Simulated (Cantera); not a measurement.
A closed system holds: 1 mol HMDSO, 2.2 mol NO, held at 29000 Pa.

Equilibrium computed with Cantera from the NASA thermochemical tables; the gas is ideal and each condensed phase is pure. Candidate condensed phases: C, C6H6, C7H8, C8H18, H2O, Si, SiC, SiO2, Si2N2O, Si3N4; 151 gas species. The feed counts by its element totals alone. Mutual solubility and eutectic melting of coexisting phases are not modelled. The tables hold silica as quartz up to 1696 K and as liquid above; real silica turns to tridymite and cristobalite and melts near 1996 K. Equilibrium is a limit: real reactors are often held back by kinetics, nucleation or transport.

Q: At 1298 K, list the 6 most abundant gas species with their mole fractions, and the condensed phases.

A: H2 0.885, N2 0.0667, CO 0.0465, CH4 0.00181, H2O 0.000111, HCN 4.94e-5. Condensed: C(graphite) + SiO2(β-quartz) + Si2N2O(s).
